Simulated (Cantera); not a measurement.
A closed system holds: 1 mol MgO, 0.11 mol HCl, 0.19 mol Cl2, held at 1723.15 K.

Cantera equilibrium calculation (NASA polynomials, part measured and part estimated; ideal gas, pure solids and liquids). Candidate condensed phases: H2O, Mg, MgCl2, MgO, Mg(OH)2; 22 gas species. Rates play no part.

Question: At 0.0320 bar, list the 5 most abundant gas species with their mole fractions, and the condensed phases.

Answer: MgCl2 0.365, HCl 0.260, O2 0.180, Cl 0.170, Cl2 0.0197. Condensed: MgO(s).
